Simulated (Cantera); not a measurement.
An isothermal, constant-pressure homogeneous reactor starts with CH₂O : O₂ : N₂ = 0.017 : 0.0069 : 1 (molar parts), at 1100 K and 4.60 bar.

Cantera simulation using GRI-Mech 3.0 (53 species, 325 reactions); the numbers are that mechanism's predictions, not measurements.

x: mole fraction; the columns are a selection and need not sum to one.

```tsv
t (s)	x CH₂O	x O₂	x NO	x HCN	x HCO
0.000900	0.0118	0.00495	<1e-12	<1e-12	2.71e-6
0.00161	0.000135	0.00230	6.58e-11	4.87e-12	5.46e-7
0.00287	9.77e-9	0.000459	1.20e-8	1.22e-11	7.82e-8
0.00512	4.29e-9	6.83e-5	1.47e-8	1.60e-11	3.25e-8
0.00914	?	?	1.42e-8	1.93e-11	?
0.0163	9.97e-10	6.47e-6	1.29e-8	2.19e-11	6.32e-9
0.0291	5.92e-10	2.62e-6	1.09e-8	2.35e-11	3.15e-9
0.0520	3.97e-10	1.14e-6	8.65e-9	2.43e-11	1.63e-9
0.0928	2.97e-10	5.10e-7	6.49e-9	2.47e-11	8.61e-10
0.166	2.45e-10	2.31e-7	4.69e-9	2.49e-11	4.64e-10
0.296	2.18e-10	1.04e-7	3.31e-9	2.50e-11	2.52e-10
0.527	2.04e-10	4.70e-8	2.30e-9	2.51e-11	1.38e-10
0.942	1.96e-10	2.11e-8	1.60e-9	2.52e-11	7.55e-11
1.68	1.93e-10	?	?	2.52e-11	4.14e-11
3.00	1.91e-10	4.31e-9	7.69e-10	2.52e-11	2.29e-11
```

Q: Some entries are withheld; supply them.

A: 
- 0.00914, x CH₂O: 1.91e-9
- 0.00914, x O₂: 1.83e-5
- 0.00914, x HCO: 1.36e-8
- 1.68, x O₂: 9.52e-9
- 1.68, x NO: 1.11e-9
